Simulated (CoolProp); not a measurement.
Values from CoolProp's reference Helmholtz-energy equation of state, Zhou 2012.

### Question
Give the vapour pressure (MPa), vapour density (kg/m³), liquid cp (kJ/(kg K)), surface tension (mN/m) of saturated o-xylene at 239.15, 242.85 °C.

### Answer
| T (°C) | p (MPa) | vapour density (kg/m³) | liquid cp (kJ/(kg K)) | surface tension (mN/m) |
|---|---|---|---|---|
| 239.15 | 0.739 | 22.4 | 2.57 | 8.29 |
| 242.85 | 0.786 | 23.9 | 2.59 | 7.97 |

Surface tension comes from a separate correlation (Mulero 2014).
